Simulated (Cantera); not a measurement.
A Cantera script and what it prints.

```python
import numpy as np
import cantera as ct

gas_names = [...]  # 123 gases of nasa_gas.yaml made of C, H, O, Si
cond_names = """
    C(gr) C6H6(L) C7H8(L) C8H18(L),n-octa H2O(s) H2O(L) Si(cr) Si(L) SiC(b) SiO2(Lqz) SiO2(hqz) SiO2(L)
""".split()


# ... load() reads the species with a 1 bar reference pressure and builds the phases ...
atoms = {
    'SiC': {'Si': 1, 'C': 1},
    'O2': {'O': 2},
    'H2': {'H': 2},
    'H2O': {'H': 2, 'O': 1},
}
top_T = {'C(gr)': 4500, 'SiC(b)': 3050}  # K; cautious upper limits of use, not melting points


# ... equilibrate(T, P, feed) seeds the gas with the atoms and calls Mixture.equilibrate('TP', solver="vcs", rtol=1e-11, max_steps=5000) ...
results = []
T = 1998.15  # K
P = 7400  # Pa
for m in [0.015, 0.029, 0.056, 0.11, 0.21, 0.4, 0.78]:
    feed = {'SiC': 1, 'O2': m, 'H2': 800, 'H2O': 0.27}  # mol
    mix = equilibrate(T, P, feed)
    results.append((T, P, feed, dict(zip(mix.species_names, mix.species_moles))))
    x = sorted(zip(gas.X, gas.species_names), reverse=True)
    print(f"T = {T:g} K  P = {P:g} Pa  n(O2) = {m:g} mol  gas = {mix.phase_moles(0):.4g} mol")
    print("   x: " + "  ".join(f"{s} {v:.3e}" for v, s in x if v > 0.0001))
    print("   condensed (mol): " + ("  ".join(f"{mix.phase(i).name} {mix.phase_moles(i):.4g}"
          for i in range(1, mix.n_phases) if mix.phase_moles(i) > 1e-12) or "none"))
```

Output:

```
T = 1998.15 K  P = 7400 Pa  n(O2) = 0.015 mol  gas = 803.1 mol
   x: H2 9.935e-01  H 5.884e-03  CO 2.864e-04  Si 1.796e-04
   condensed (mol): SiC(b) 0.7239
T = 1998.15 K  P = 7400 Pa  n(O2) = 0.029 mol  gas = 803.1 mol
   x: H2 9.934e-01  H 5.884e-03  CO 3.089e-04  Si 1.848e-04
   condensed (mol): SiC(b) 0.7079
T = 1998.15 K  P = 7400 Pa  n(O2) = 0.056 mol  gas = 803.2 mol
   x: H2 9.933e-01  H 5.883e-03  CO 3.510e-04  Si 1.939e-04  SiO 1.246e-04
   condensed (mol): SiC(b) 0.6773
T = 1998.15 K  P = 7400 Pa  n(O2) = 0.11 mol  gas = 803.3 mol
   x: H2 9.932e-01  H 5.883e-03  CO 4.319e-04  Si 2.091e-04  SiO 1.781e-04
   condensed (mol): SiC(b) 0.6168
T = 1998.15 K  P = 7400 Pa  n(O2) = 0.21 mol  gas = 803.5 mol
   x: H2 9.929e-01  H 5.882e-03  CO 5.737e-04  SiO 2.850e-04  Si 2.295e-04
   condensed (mol): SiC(b) 0.5073
T = 1998.15 K  P = 7400 Pa  n(O2) = 0.4 mol  gas = 803.9 mol
   x: H2 9.924e-01  H 5.881e-03  CO 8.294e-04  SiO 5.015e-04  Si 2.532e-04
   condensed (mol): SiC(b) 0.3054
T = 1998.15 K  P = 7400 Pa  n(O2) = 0.78 mol  gas = 804.6 mol
   x: H2 9.916e-01  H 5.878e-03  CO 1.236e-03  SiO 1.038e-03  Si 1.477e-04
   condensed (mol): none
```

These are equilibrium values from Cantera (NASA tables, ideal gas, pure condensed phases), not measurements of a reactor. Gases not in the tables: Si2H6 and higher silanes.
